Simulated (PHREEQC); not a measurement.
Solution A (0.21 mol HF, 0.0036 mol CsF, 5.8e-05 mol H2SiF6 and 0.0036 mol HCl per kg of water) is mixed with solution B (130 mmol/kgw ZnSO4 and 5.3 mmol/kgw HCl) at 20 °C; shares are by mass of water, 1 kg in all. Oxygen is held at 0.21 atm. CO2 from the air is kept out. The run lets Zn(OH)2-e, Zn4(OH)6SO4, Zn5(OH)8Cl2, SiO2(a), Goslarite, ZnF2, Willemite precipitate or redissolve, and no other solid.

The numbers come from PHREEQC with the ion-association model, wateq4f.dat.

```
share of solution B    pH  HF (mol/kgw)  Zn+2 (mol/kgw)  H2F2 (mol/kgw)  ZnSO4 (mol/kgw)
-------------------  ----  ------------  --------------  --------------  ---------------
0                    1.95         0.115               0          0.0413                0
0.1                  2.01         0.105         0.00921          0.0347          0.00301
0.2                  2.04        0.0953          0.0165          0.0288          0.00770
0.3                  2.08        0.0854          0.0231          0.0233           0.0127
0.4                  2.11        0.0752          0.0294          0.0181           0.0179
0.5                  2.14        0.0646          0.0354          0.0134           0.0230
0.6                  2.18        0.0534          0.0413         0.00922           0.0281
0.7                  2.24        0.0414          0.0471         0.00558           0.0332
0.8                  2.30        0.0285          0.0527         0.00265           0.0383
0.9                  2.41        0.0144          0.0582        0.000686           0.0434
1                    2.71             0          0.0636               0           0.0490
```

Species that the database lacks are ignored. wateq4f.dat counts part of the HF as a dimer, H2F2, which phreeqc.dat doesn't know; its constant is uncertain. SiF6-2 is the database's only silicon fluoride.
